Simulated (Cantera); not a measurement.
## Adiabatic ignition

An adiabatic, constant-pressure homogeneous reactor starts with CH4 : O2 : N2 = 1 : 2.33 : 8.74 (molar parts), at 1148 K and 0.247 atm.

Model: GRI-Mech 3.0 (53 species, 325 reactions), integrated in Cantera.

```json
[
 {"t (s)": "2.00e-6", "T (K)": "1148", "x CH4": "0.0828", "x O2": "0.193", "x CH3": "1.32e-10", "x NO": "<1e-12", "x CH2": "<1e-12", "x C2H4": "<1e-12", "x C2H2": "<1e-12"},
 {"t (s)": "4.58e-6", "T (K)": "1148", "x CH4": "0.0828", "x O2": "0.193", "x CH3": "3.03e-10", "x NO": "<1e-12", "x CH2": "<1e-12", "x C2H4": "<1e-12", "x C2H2": "<1e-12"},
 {"t (s)": "1.05e-5", "T (K)": "1148", "x CH4": "0.0828", "x O2": "0.193", "x CH3": "6.97e-10", "x NO": "<1e-12", "x CH2": "<1e-12", "x C2H4": "<1e-12", "x C2H2": "<1e-12"},
 {"t (s)": "2.40e-5", "T (K)": "1148", "x CH4": "0.0828", "x O2": "0.193", "x CH3": "1.60e-9", "x NO": "<1e-12", "x CH2": "<1e-12", "x C2H4": "<1e-12", "x C2H2": "<1e-12"},
 {"t (s)": "5.50e-5", "T (K)": "1148", "x CH4": "0.0828", "x O2": "0.193", "x CH3": "3.69e-9", "x NO": "<1e-12", "x CH2": "<1e-12", "x C2H4": "<1e-12", "x C2H2": "<1e-12"},
 {"t (s)": "0.000126", "T (K)": "1148", "x CH4": "0.0828", "x O2": "0.193", "x CH3": "8.50e-9", "x NO": "<1e-12", "x CH2": "<1e-12", "x C2H4": "<1e-12", "x C2H2": "<1e-12"},
 {"t (s)": "0.000289", "T (K)": "1148", "x CH4": "0.0828", "x O2": "0.193", "x CH3": "1.97e-8", "x NO": "<1e-12", "x CH2": "<1e-12", "x C2H4": "<1e-12", "x C2H2": "<1e-12"},
 {"t (s)": "0.000661", "T (K)": "1148", "x CH4": "0.0828", "x O2": "0.193", "x CH3": "4.67e-8", "x NO": "<1e-12", "x CH2": "<1e-12", "x C2H4": "<1e-12", "x C2H2": "<1e-12"},
 {"t (s)": "0.00151", "T (K)": "1148", "x CH4": "0.0828", "x O2": "0.193", "x CH3": "1.16e-7", "x NO": "<1e-12", "x CH2": "<1e-12", "x C2H4": "2.16e-12", "x C2H2": "<1e-12"},
 {"t (s)": "0.00347", "T (K)": "1148", "x CH4": "0.0828", "x O2": "0.193", "x CH3": "3.29e-7", "x NO": "<1e-12", "x CH2": "<1e-12", "x C2H4": "3.60e-11", "x C2H2": "<1e-12"},
 {"t (s)": "0.00794", "T (K)": "1148", "x CH4": "0.0828", "x O2": "0.193", "x CH3": "1.15e-6", "x NO": "<1e-12", "x CH2": "<1e-12", "x C2H4": "8.85e-10", "x C2H2": "<1e-12"},
 {"t (s)": "0.0182", "T (K)": "1148", "x CH4": "0.0828", "x O2": "0.193", "x CH3": "4.02e-6", "x NO": "<1e-12", "x CH2": "<1e-12", "x C2H4": "2.76e-8", "x C2H2": "<1e-12"},
 {"t (s)": "0.0416", "T (K)": "1148", "x CH4": "0.0828", "x O2": "0.193", "x CH3": "6.65e-6", "x NO": "<1e-12", "x CH2": "<1e-12", "x C2H4": "3.24e-7", "x C2H2": "2.12e-11"},
 {"t (s)": "0.0953", "T (K)": "1149", "x CH4": "0.0826", "x O2": "0.193", "x CH3": "9.78e-6", "x NO": "<1e-12", "x CH2": "1.16e-12", "x C2H4": "2.22e-6", "x C2H2": "4.87e-10"},
 {"t (s)": "0.218", "T (K)": "1158", "x CH4": "0.0810", "x O2": "0.192", "x CH3": "2.50e-5", "x NO": "<1e-12", "x CH2": "1.68e-11", "x C2H4": "4.16e-5", "x C2H2": "3.37e-8"},
 {"t (s)": "0.500", "T (K)": "2470", "x CH4": "<1e-12", "x O2": "0.0325", "x CH3": "<1e-12", "x NO": "0.00813", "x CH2": "<1e-12", "x C2H4": "<1e-12", "x C2H2": "<1e-12"}
]
```
x: mole fraction; the columns are a selection and need not sum to one.

```yaml
time_of_steepest_temperature_rise: 0.284 s
temperature at 0.500 s: 2470 K
equilibrium_temperature: 2470 K
x(CH4) at 0.500 s: <1e-12 (gas-phase equilibrium <1e-12)
x(O2) at 0.500 s: 0.0325 (gas-phase equilibrium 0.0325)
x(CH3) at 0.500 s: <1e-12 (gas-phase equilibrium <1e-12)
```
